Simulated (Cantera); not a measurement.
# Low-pressure radical oxidation in H2/O2

An isothermal, constant-pressure homogeneous reactor starts with 0.892 % H₂, 99.1 % O₂, at 1075 K and 0.0133 bar.

Computed with Cantera and the H2/O2 subset of GRI-Mech 3.0, which has no nitrogen chemistry. Radical loss at walls, strong at low pressure, is not modelled.

| t (s) | x H₂ | x O₂ | x H₂O | x HO₂ | x OH | x O |
|---|---|---|---|---|---|---|
| 3.00e-6 | 0.00892 | 0.991 | <1e-12 | 1.73e-12 | <1e-12 | <1e-12 |
| 1.44e-5 | 0.00892 | 0.991 | <1e-12 | 8.34e-12 | <1e-12 | <1e-12 |
| 6.95e-5 | 0.00892 | 0.991 | <1e-12 | 4.02e-11 | 1.29e-11 | 1.33e-11 |
| 0.000334 | 0.00892 | 0.991 | 4.28e-11 | 1.94e-10 | 1.44e-10 | 1.68e-10 |
| 0.00161 | 0.00892 | 0.991 | 2.14e-9 | 9.50e-10 | 1.71e-9 | 2.65e-9 |
| 0.00775 | 0.00891 | 0.991 | 4.32e-6 | 3.77e-8 | 2.28e-6 | 3.81e-6 |
| 0.0373 | 3.51e-5 | 0.985 | 0.00851 | 1.33e-6 | 0.000421 | 0.00582 |
| 0.179 | 1.19e-5 | 0.989 | 0.00878 | 8.31e-7 | 0.000249 | 0.00210 |
| 0.863 | 1.31e-6 | 0.991 | 0.00891 | 2.57e-7 | 8.41e-5 | 0.000238 |
| 4.16 | 8.21e-8 | 0.991 | 0.00895 | 3.95e-8 | 2.17e-5 | 1.57e-5 |
| 20.0 | 6.47e-9 | 0.991 | 0.00896 | 4.75e-9 | 6.23e-6 | 1.28e-6 |
x: mole fraction; the columns are a selection and need not sum to one.

Equilibrium at this temperature and pressure: H₂ 5.50e-11, O₂ 0.991, H₂O 0.00896, HO₂ 9.26e-10, OH 5.86e-7, O 1.14e-8 (gas phase only).
